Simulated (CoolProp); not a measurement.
Vapour-liquid equilibrium of CHF3 (R23) (1) + R11 (2) at -30.95 °C; x and y are mole fractions of (1).

Model: multi-fluid Helmholtz-energy mixture model, Penoncello 2003 and Jacobsen 1992; pair parameters Bell 2016, in CoolProp.

```tsv
x	bubble pressure (kPa)	y at the bubble point	dew pressure at overall composition x (kPa)	liquid density (mol/L)
0.05	157.3	0.944	9.172	11.90
0.125	355.8	0.975	9.961	12.25
0.2	515.0	0.982	10.90	12.62
0.275	631.4	0.986	12.03	13.00
0.35	708.0	0.987	13.42	13.39
0.425	753.1	0.988	15.17	13.79
0.5	776.8	0.989	17.45	14.20
0.575	788.9	0.989	20.53	14.63
0.65	798.1	0.989	24.94	15.08
0.725	811.1	0.990	31.76	15.54
0.8	833.4	0.990	43.72	16.02
0.875	869.9	0.992	70.13	16.54
0.95	925.3	0.996	177.1	17.10
```

No azeotrope shows between x = 0.05 and 0.95.

The pair parameters rest on a limited set of measurements; away from them the model extrapolates. With so large a gap from Raoult's law the liquid may split in two, which this calculation doesn't test in full.
